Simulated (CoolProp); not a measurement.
Saturated liquid density (kg/m³) of tetrahydrofuran: the reference equation beside estimates from Tc = 540.2 K, pc = 5304 kPa, ω = 0.234. Rackett uses Z = 0.29056 − 0.08775 ω.

Values from CoolProp's reference Helmholtz-energy equation of state, Fiedler 2023.

| T (K) | reference | Rackett | van der Waals | Soave-Redlich-Kwong |
|---|---|---|---|---|
| 361.9 | [?] | 818.6 | [?] | 751.2 |
| 371.2 | 797.3 | [?] | 491.4 | 739.5 |
| 380.6 | 785.6 | 794.6 | 484.1 | 727.2 |
| 389.9 | 773.7 | 782.2 | 476.6 | 714.5 |
| 399.3 | 761.4 | [?] | 468.8 | 701.0 |
| 408.6 | 748.9 | 756.2 | 460.8 | [?] |
| 417.9 | 736.0 | 742.6 | 452.4 | 672.2 |
| 427.3 | 722.5 | 728.4 | 443.6 | 656.5 |
| 436.6 | [?] | 713.7 | [?] | 640.1 |
| 446 | 694.1 | 698.3 | [?] | 622.5 |
| 455.3 | 678.9 | 682.2 | 414.7 | 604.0 |

Problem. Fill in the missing entries.

Solution. 
- 361.9, reference: 808.7
- 361.9, van der Waals: 498.5
- 371.2, Rackett: 806.8
- 399.3, Rackett: 769.3
- 408.6, Soave-Redlich-Kwong: 687.0
- 436.6, reference: 708.7
- 436.6, van der Waals: 434.5
- 446, van der Waals: 424.8

Absolute difference from the reference over all 11 rows, mean and median: Rackett 0.9 and 1.0 %, van der Waals 38.5 and 38.5 %, Soave-Redlich-Kwong 8.6 and 8.3 %.
